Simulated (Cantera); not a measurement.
A closed system holds: 1 mol Ti(OiPr)4, 6 mol H2O, 11 mol H2, equilibrated at 13300 Pa.

These are equilibrium values from Cantera (NASA tables, ideal gas, pure condensed phases), not measurements of a reactor. Candidate condensed phases: C, C6H6, C7H8, C8H18, H2O, Ti, TiC, TiO, TiO2, Ti2O3, Ti3O5, Ti4O7; 113 gas species. The feed counts by its element totals alone. TiC: taken at fixed stoichiometry. The numbers say what is thermodynamically allowed, not how fast it happens.

Task: At 1375 K, list the 5 most abundant gas species with their mole fractions, and the condensed phases.

Result: H2 0.756, CO 0.244, CH4 0.000379, H2O 0.000113, CO2 1.76e-5. Condensed: C(graphite) + TiC(s).
